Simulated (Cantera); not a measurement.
What does this Cantera script print?

```python
import numpy as np
import cantera as ct

gas = ct.Solution("gri30.yaml")
gas.TPX = 1975, 1333, {'C2H6': 1, 'N2': 44}
inlet = ct.Reservoir(gas, clone=True)

reactor = ct.IdealGasConstPressureReactor(gas, energy="off", clone=False)
exhaust = ct.Reservoir(gas, clone=True)
tau = [2.1, 1, 0.52, 0.26, 0.13, 0.063, 0.032, 0.016, 0.0078, 0.0039, 0.0019][0]
for a, b in ((inlet, reactor), (reactor, exhaust)):
    ct.MassFlowController(a, b, mdot=lambda t: reactor.mass / tau)
net = ct.ReactorNet([reactor])
show = ['C2H6', 'CH3', 'C2H', 'C2H2', 'H2', 'HCN']

rows = []
print(f"{'tau/s':>10s}{'T/K':>9s}" + "".join(f"{s:>11s}" for s in show))
for tau in [2.1, 1, 0.52, 0.26, 0.13, 0.063, 0.032, 0.016, 0.0078, 0.0039, 0.0019]:
    net.initial_time = 0.0
    net.advance(30 * tau)
    before = gas.X
    net.advance(40 * tau)
    drift = np.max(np.abs(gas.X - before) / (gas.X + 1e-9))
    rows.append([gas.T, *gas[show].X, drift])
    print(f"{tau:10.3e}{gas.T:9.1f}" + "".join(f"{x:11.3e}" for x in gas[show].X))
```

It prints:

```
     tau/s      T/K       C2H6        CH3        C2H       C2H2         H2        HCN
 2.100e+00   1975.0  8.964e-07  1.765e-04  9.620e-06  1.961e-02  4.130e-02  2.791e-03
 1.000e+00   1975.0  1.897e-06  2.681e-04  9.596e-06  1.994e-02  4.097e-02  1.860e-03
 5.200e-01   1975.0  3.656e-06  3.832e-04  9.695e-06  2.005e-02  4.056e-02  1.307e-03
 2.600e-01   1975.0  7.293e-06  5.549e-04  9.946e-06  2.000e-02  3.995e-02  9.085e-04
 1.300e-01   1975.0  1.447e-05  7.991e-04  1.037e-05  1.979e-02  3.913e-02  6.384e-04
 6.300e-02   1975.0  2.945e-05  1.165e-03  1.101e-05  1.938e-02  3.798e-02  4.461e-04
 3.200e-02   1975.0  5.695e-05  1.656e-03  1.180e-05  1.879e-02  3.657e-02  3.210e-04
 1.600e-02   1975.0  1.112e-04  2.369e-03  1.276e-05  1.789e-02  3.470e-02  2.294e-04
 7.800e-03   1975.0  2.215e-04  3.429e-03  1.381e-05  1.655e-02  3.215e-02  1.609e-04
 3.900e-03   1975.0  4.288e-04  4.874e-03  1.463e-05  1.470e-02  2.897e-02  1.126e-04
 1.900e-03   1975.0  8.468e-04  6.936e-03  1.483e-05  1.208e-02  2.477e-02  7.561e-05
```

Detailed kinetics in Cantera: GRI-Mech 3.0 (53 species, 325 reactions). GRI-Mech 3.0 stops at C3 and has no aromatics, soot or wall deposition, so with more carbon than oxygen in the feed, carbon stays in small species such as C2H2 where larger ones or solid carbon would form. Radical loss at walls, strong at low pressure, is not modelled.
